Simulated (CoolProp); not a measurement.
Computed with CoolProp (reference Helmholtz-energy equation of state, Lemmon 2004). It is a short technical equation, of lower accuracy than the large ones.

Q: For n-dodecane, give the phase and the density (kg/m³), cp (kJ/(kg K)), Joule-Thomson coefficient (K/MPa) at 44.95 °C and 5530 kPa; 59.45 °C and 5530 kPa; 73.95 °C and 5530 kPa.

A: 
- 44.95 °C and 5530 kPa: liquid; density 735, cp 2.28, Joule-Thomson coefficient -0.413
- 59.45 °C and 5530 kPa: liquid; density 725, cp 2.33, Joule-Thomson coefficient -0.399
- 73.95 °C and 5530 kPa: liquid; density 715, cp 2.38, Joule-Thomson coefficient -0.384
